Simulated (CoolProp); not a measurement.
A closed Brayton cycle with carbon dioxide: compressor inlet 323.15 K and 9 MPa, high pressure 21.5 MPa, turbine inlet 870 K, compressor efficiency 0.89, turbine efficiency 0.85, recuperator effectiveness 0.9 (on enthalpy, no pinch check). Each further row changes one setting.

Values from CoolProp's reference Helmholtz-energy equation of state, Span 1996.

```json
[
 {"case": "as stated", "thermal efficiency (%)": "32.5", "net work (kJ/kg)": "78.4", "compressor to turbine work": "0.32", "compressor exit (K)": "388.0", "turbine exit (K)": "767.5"},
 {"case": "turbine inlet 820 K", "thermal efficiency (%)": "31.1", "net work (kJ/kg)": "71.0", "compressor to turbine work": "0.34", "compressor exit (K)": "388.0", "turbine exit (K)": "721.0"},
 {"case": "compressor inlet 333.15 K", "thermal efficiency (%)": "31.6", "net work (kJ/kg)": "71.8", "compressor to turbine work": "0.38", "compressor exit (K)": "406.0", "turbine exit (K)": "767.5"},
 {"case": "high pressure 18.3 MPa", "thermal efficiency (%)": "30.6", "net work (kJ/kg)": "66.2", "compressor to turbine work": "0.31", "compressor exit (K)": "375.8", "turbine exit (K)": "786.0"},
 {"case": "recuperator effectiveness 0.5", "thermal efficiency (%)": "18.7", "net work (kJ/kg)": "78.4", "compressor to turbine work": "0.32", "compressor exit (K)": "388.0", "turbine exit (K)": "767.5"}
]
```
